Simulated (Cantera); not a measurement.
What does this Cantera script print?

```python
import numpy as np
import cantera as ct

gas_names = """
    HCL H
""".split()
cond_names = """
    Ti(a) Ti(b) Ti(L) TiCL3(s)
""".split()


# ... load() reads the species with a 1 bar reference pressure and builds the phases ...
species = {s.name: s for s in load("nasa_gas.yaml", gas_names) + load("nasa_condensed.yaml", cond_names)}
# Each term lists the table entries of one substance; the one whose range holds T is used.
reactions = {
    'Ti + 3 HCl(g) = 3 H(g) + TiCl3':
        [(-1, ['Ti(a)', 'Ti(b)', 'Ti(L)']), (-3, ['HCL']), (3, ['H']), (1, ['TiCL3(s)'])],
}


def pick(names, T):
    return next(species[n] for n in names if species[n].thermo.min_temp <= T <= species[n].thermo.max_temp)


results = []
for label, terms in reactions.items():
    print(label)
    print("     T/K   dH/kJ  dS/(J/K)   dG/kJ   log10 K")
    for T in [475, 525, 575, 625, 675, 725, 775, 825, 875, 925, 975]:
        used = [(nu, pick(names, T)) for nu, names in terms]
        dH = sum(nu * s.thermo.h(T) for nu, s in used) / 1e6
        dS = sum(nu * s.thermo.s(T) for nu, s in used) / 1e3
        dG = dH - T * dS / 1e3
        logK = -dG * 1e6 / (ct.gas_constant * T * np.log(10))
        results.append((label, T, dH, dS, dG, logK, [s.name for _, s in used]))
        print(f"{T:8g} {dH:8.1f} {dS:8.1f} {dG:8.1f} {logK:8.2f}")
```

It prints:

```
Ti + 3 HCl(g) = 3 H(g) + TiCl3
     T/K   dH/kJ  dS/(J/K)   dG/kJ   log10 K
     475    217.5    -85.5    258.1   -28.39
     525    219.9    -80.8    262.3   -26.10
     575    222.3    -76.5    266.2   -24.18
     625    224.6    -72.5    270.0   -22.56
     675    227.0    -68.9    273.5   -21.16
     725    229.3    -65.6    276.9   -19.95
     775    231.6    -62.5    280.1   -18.88
     825    233.8    -59.7    283.1   -17.92
     875    236.1    -57.1    286.0   -17.07
     925    238.2    -54.7    288.8   -16.31
     975    240.3    -52.5    291.5   -15.62
```

Standard-state values (1 bar) from the NASA 1993 polynomials, evaluated with Cantera. Condensed species are held in their standard states even where they would react or evaporate.
